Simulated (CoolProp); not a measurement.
A single-stage vapour-compression cycle with n-perfluorohexane: evaporating at 312.15 K (dew point), condensing at 348.15 K (bubble point), superheat 10 K, subcooling 0 K, compressor efficiency 0.75, no pressure losses. Each further row changes one setting.

Values from CoolProp's reference Helmholtz-energy equation of state, Gao 2022.

```tsv
case	cooling COP	pressure ratio	discharge temperature (K)	refrigerating effect (kJ/kg)	volumetric capacity (kJ/m³)
as stated	4.84	3.41	348.2	58.4	400
evaporating temperature 317.15 K	6.03	2.82	348.2	62.5	514
condensing temperature 343.15 K	5.98	2.93	343.1	64.0	439
subcooling 5 K	5.30	3.41	348.2	64.0	439
superheat 20 K	5.23	3.41	349.0	67.1	444
compressor efficiency 0.65	4.19	3.41	348.2	58.4	400
```

The compression ends wet for: as stated; evaporating temperature 317.15 K; condensing temperature 343.15 K; subcooling 5 K; compressor efficiency 0.65.
